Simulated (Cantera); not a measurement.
**Low-pressure radical oxidation in H2/O2**

An isothermal, constant-pressure homogeneous reactor starts with H2 : O2 = 0.048 : 1 (molar parts), at 950 K and 10.00 Torr.

Model: the H2/O2 subset of GRI-Mech 3.0, which has no nitrogen chemistry, integrated in Cantera. Radical loss at walls, strong at low pressure, is not modelled. The temperature is held fixed by assumption; the heat of reaction is taken as removed at once.

```tsv
t (s)	x H2	x O2	x HO2	x H2O	x H	x H2O2
4.00e-6	0.0458	0.954	<1e-12	<1e-12	<1e-12	<1e-12
1.15e-5	0.0458	0.954	1.15e-12	<1e-12	1.12e-12	<1e-12
3.28e-5	0.0458	0.954	3.30e-12	<1e-12	3.05e-12	<1e-12
9.40e-5	0.0458	0.954	9.48e-12	<1e-12	7.92e-12	<1e-12
0.000269	0.0458	0.954	2.74e-11	7.77e-12	2.10e-11	<1e-12
0.000771	0.0458	0.954	8.06e-11	1.22e-10	8.72e-11	<1e-12
0.00221	0.0458	0.954	3.36e-10	5.28e-9	2.13e-9	<1e-12
0.00632	0.0458	0.954	7.62e-7	3.85e-5	1.48e-5	1.23e-10
0.0181	0.00129	0.940	8.04e-6	0.0418	0.00529	1.38e-7
0.0519	0.000152	0.951	4.36e-6	0.0463	0.000279	8.68e-8
0.149	1.86e-5	0.953	1.56e-6	0.0468	1.17e-5	6.19e-8
0.426	2.23e-6	0.953	4.06e-7	0.0469	5.45e-7	3.53e-8
1.22	2.79e-7	0.953	9.06e-8	0.0469	3.42e-8	1.61e-8
3.49	4.25e-8	0.953	2.15e-8	0.0469	3.12e-9	6.73e-9
10.0	8.79e-9	0.953	5.79e-9	0.0469	3.87e-10	2.74e-9
```
x: mole fraction; the columns are a selection and need not sum to one.

Equilibrium at this temperature and pressure: H2 7.63e-12, O2 0.953, HO2 2.90e-10, H2O 0.0469, H <1e-12, H2O2 7.59e-12 (gas phase only).
